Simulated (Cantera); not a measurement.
A closed system holds: 1 mol borazine, 1.5 mol H2O, 19 mol N2, at 100000 Pa.

Cantera equilibrium calculation (NASA polynomials, part measured and part estimated; ideal gas, pure solids and liquids). Candidate condensed phases: B, BN, B2O3, B3O3H3, H2O; 39 gas species. The feed counts by its element totals alone. Mutual solubility and eutectic melting of coexisting phases are not modelled. Gases not in the tables: H3BO3. Rates play no part.

Which condensed phases are stable at each of these points (T (K)): 1350, 1450, 1550, 1650, 1750, 1850, 1950, 2050, 2150, 2250, 2350?


```
T (K)  condensed phases  B condensed (%)
-----  ----------------  ---------------
1350    BN(s) + B2O3(l)             99.8
1450    BN(s) + B2O3(l)             99.5
1550    BN(s) + B2O3(l)             98.7
1650    BN(s) + B2O3(l)             96.7
1750    BN(s) + B2O3(l)             91.4
1850    BN(s) + B2O3(l)             76.5
1950              BN(s)             66.2
2050              BN(s)             62.9
2150              BN(s)             59.1
2250              BN(s)             55.4
2350              BN(s)             52.6
```

From 1350 K to 1850 K the condensed part is BN(s) + B2O3(l). From 1950 K to 2350 K the condensed part is BN(s). The share of B in condensed phases is highest at 1350 K (99.8 %) and lowest at 2350 K (52.6 %).
